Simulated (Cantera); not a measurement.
A closed system holds: 1 mol FeCl3, 20 mol H2O, 0.16 mol H2, held at 948.15 K and 1.00 bar.

Method: chemical equilibrium by Gibbs-energy minimisation in Cantera with the NASA 1993 tables (ideal gas, pure condensed phases). Candidate condensed phases: Fe, FeCl2, FeCl3, FeO, Fe(OH)2, Fe(OH)3, Fe2O3, Fe3O4, H2O; 22 gas species. Kinetics and transport are ignored.

Base state: H2O 0.862, HCl 0.138, FeCl2 2.40e-5, H2 1.26e-5 (mole fractions); condensed: Fe2O3(s) + Fe3O4(s).

Task: What changes in the equilibrium state with this change: temperature from 948.15 K to 1375 K?

Result: 
| species | before | after |
|---|---|---|
| H2O | 0.862 | 0.862 |
| HCl | 0.138 | 0.137 |
| FeCl2 | 2.40e-5 | 0.000453 |
| O2 | <1e-9 | 0.000176 |
| OH | <1e-9 | 1.19e-5 |
| Cl | 1.96e-8 | 8.75e-5 |
| Cl2 | 1.30e-8 | 1.40e-5 |
| Fe2O3(s), mol | 0.0213 | 0.00392 |
| Fe3O4(s), mol | 0.319 | 0.327 |
Mutual solubility and eutectic melting of coexisting phases are not modelled.

Task: What changes in the equilibrium state with this change: H2O from 20 to 1.6 mol?

Result: 
| species | before | after |
|---|---|---|
| HCl | 0.138 | 0.874 |
| H2O | 0.862 | 0.107 |
| FeCl3 | 1.59e-6 | 0.00921 |
| Fe2Cl6 | <1e-9 | 0.000409 |
| Fe2Cl4 | 1.69e-8 | 0.00175 |
| FeCl2 | 2.40e-5 | 0.00775 |
| Fe2O3(s), mol | 0.0213 | 0.0402 |
| Fe3O4(s), mol | 0.319 | 0.284 |
